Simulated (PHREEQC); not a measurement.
A PHREEQC speciation (ion-association model, phreeqc.dat) at 25 °C gives pH 2.20 and these molalities:

| species | mol/kgw |
|---|---|
| Zn+2 | 0.0207 |
| SO4-2 | 0.0204 |
| ZnSO4 | 0.0139 |
| H+ | 0.00760 |
| HSO4- | 0.00600 |
| Zn(SO4)2-2 | 0.00236 |
| Mn+2 | 0.00123 |
| MnSO4 | 0.000668 |

Problem. What are the element totals, and what could have been dissolved in 1 kg of water to give them?

Solution. This is not unique; one that fits is totals Mn(2) 0.00190, S(6) 0.0457, Zn 0.0370 mol/kgw, from 6.8 mmol/kgw H2SO4, 37 mmol/kgw ZnSO4 and 1.9 mmol/kgw MnSO4.

Precipitation was switched off in this run. Species that the database lacks are ignored.
